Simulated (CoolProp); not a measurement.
Vapour-liquid equilibrium of R143a (1) + R236FA (2) at 7.56 bar; x and y are mole fractions of (1).

Model: multi-fluid Helmholtz-energy mixture model, Lemmon and Jacobsen 2000 and Pan 2012; pair parameters Bell 2016, in CoolProp.

### Question
Give the bubble temperature and the first vapour's composition at x = 0.05, 0.2, 0.425. Is there an azeotrope?

### Answer
x = 0.05: 329.2 K, y = 0.118; x = 0.2: 318.8 K, y = 0.412; x = 0.425: 304.9 K, y = 0.705. No azeotrope shows between x = 0.05 and 0.95.

Pair parameters are fitted to limited data, so mixtures are less certain than the pure fluids.
